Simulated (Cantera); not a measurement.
Input: 1 mol S, 0.063 mol SO2, 21 mol N2, a varied amount of O2, held at 1950 °C and 1000 Pa.

Method: chemical equilibrium by Gibbs-energy minimisation in Cantera with the NASA 1993 tables (ideal gas, pure condensed phases). Candidate condensed phases: S; 17 gas species. Rates play no part.

x: gas mole fraction; nothing condenses.

```json
[
 {"n(O2) (mol)": "0.24", "x N2": "0.959", "x O2": "1.39e-5", "x SO2": "0.00615", "x SO": "0.0151", "x S": "0.0108", "x S2": "0.00825", "x O": "0.000116"},
 {"n(O2) (mol)": "0.3", "x N2": "0.958", "x O2": "[?]", "x SO2": "[?]", "x SO": "0.0166", "x S": "[?]", "x S2": "[?]", "x O": "[?]"},
 {"n(O2) (mol)": "0.37", "x N2": "0.957", "x O2": "[?]", "x SO2": "[?]", "x SO": "0.0179", "x S": "[?]", "x S2": "[?]", "x O": "[?]"},
 {"n(O2) (mol)": "0.47", "x N2": "0.955", "x O2": "4.82e-5", "x SO2": "0.0144", "x SO": "0.0190", "x S": "0.00727", "x S2": "0.00377", "x O": "0.000217"},
 {"n(O2) (mol)": "0.58", "x N2": "0.953", "x O2": "8.47e-5", "x SO2": "0.0192", "x SO": "0.0191", "x S": "0.00551", "x S2": "0.00217", "x O": "0.000288"},
 {"n(O2) (mol)": "0.73", "x N2": "0.951", "x O2": "0.000211", "x SO2": "0.0268", "x SO": "0.0169", "x S": "0.00309", "x S2": "0.000678", "x O": "0.000454"},
 {"n(O2) (mol)": "0.91", "x N2": "0.949", "x O2": "0.00105", "x SO2": "0.0367", "x SO": "0.0104", "x S": "0.000849", "x S2": "5.14e-5", "x O": "0.00101"},
 {"n(O2) (mol)": "1.1", "x N2": "0.943", "x O2": "0.00513", "x SO2": "0.0422", "x SO": "0.00538", "x S": "0.000199", "x S2": "2.83e-6", "x O": "0.00224"},
 {"n(O2) (mol)": "1.4", "x N2": "0.930", "x O2": "0.0155", "x SO2": "0.0439", "x SO": "0.00322", "x S": "6.86e-5", "x S2": "3.36e-7", "x O": "0.00389"},
 {"n(O2) (mol)": "1.8", "x N2": "0.912", "x O2": "0.0306", "x SO2": "0.0440", "x SO": "0.00230", "x S": "3.49e-5", "x S2": "8.68e-8", "x O": "0.00546"},
 {"n(O2) (mol)": "2.2", "x N2": "0.896", "x O2": "0.0457", "x SO2": "0.0436", "x SO": "0.00187", "x S": "2.32e-5", "x S2": "3.83e-8", "x O": "0.00668"}
]
```

Problem. Fill in the missing entries.

Solution. 
- 0.37, x O2: 2.91e-5
- 0.37, x SO2: 0.0106
- 0.37, x S: 0.00882
- 0.37, x S2: 0.00554
- 0.37, x O: 0.000168
- 0.3, x O2: 1.99e-5
- 0.3, x SO2: 0.00809
- 0.3, x S: 0.00987
- 0.3, x S2: 0.00694
- 0.3, x O: 0.000139
